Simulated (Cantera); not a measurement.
An isothermal, constant-pressure homogeneous reactor starts with C2H6 : H2 = 1 : 19 (molar parts), at 1950 K and 0.000118 atm.

Computed with Cantera and GRI-Mech 3.0 (53 species, 325 reactions). GRI-Mech 3.0 stops at C3 and has no aromatics, soot or wall deposition, so with more carbon than oxygen in the feed, carbon stays in small species such as C2H2 where larger ones or solid carbon would form. Radical loss at walls, strong at low pressure, is not modelled.

### Question
Predict: x(H2) at 80.0 s; x(C2H4) at 80.0 s; x(CH3) at 80.0 s; x(CH4) at 80.0 s; x(CH2) at 80.0 s; x(C2H) at 80.0 s.

### Answer
```json
{
  "x(H2) at 80.0 s": "0.935 (gas-phase equilibrium 0.859)",
  "x(C2H4) at 80.0 s": "4.53e-7 (gas-phase equilibrium 3.97e-8)",
  "x(CH3) at 80.0 s": "3.24e-5 (gas-phase equilibrium 9.26e-7)",
  "x(CH4) at 80.0 s": "7.77e-5 (gas-phase equilibrium 4.11e-7)",
  "x(CH2) at 80.0 s": "8.51e-7 (gas-phase equilibrium 1.32e-7)",
  "x(C2H) at 80.0 s": "1.48e-5 (gas-phase equilibrium 7.70e-5)"
}
```
